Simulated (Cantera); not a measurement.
**Transport properties of process gases**

Gas mixture: 41.9 % N2, 33.1 % CH3OH, 25.0 % C2H2, at 10.00 Torr, frozen composition.

Cantera's kinetic-theory transport with the Lennard-Jones parameters of GRI-Mech 3.0, ideal gas; thermal conductivity in the mixture-averaged form. Polar gases are described roughly by these parameters. The composition is frozen, though it would react at the higher temperatures.

| T (K) | ρ (kg/m³) | cp (J/kg/K) | μ (µPa s) | λ (mW/m/K) | Pr | D (cm²/s) CH3 | D (cm²/s) CH4 | D (cm²/s) H |
|---|---|---|---|---|---|---|---|---|
| 400 | 0.0116 | 1451 | 16.3 | 31.9 | 0.744 | 24.4 | 24.3 | 131 |
| 550 | 0.00841 | 1652 | 21.4 | 46.4 | 0.761 | 43.2 | 43.0 | 233 |
| 700 | 0.00661 | 1824 | 25.9 | 61.0 | 0.776 | 65.9 | 65.6 | 355 |
| 850 | 0.00544 | 1965 | 30.1 | 75.3 | 0.785 | 92.2 | 91.7 | 497 |
| 1000 | 0.00463 | 2093 | 34.0 | 89.3 | 0.796 | 122 | 121 | 656 |
| 1150 | 0.00402 | 2194 | 37.6 | 103 | 0.802 | 154 | 153 | 832 |
D: mixture-averaged diffusion coefficient of that species in the mixture.
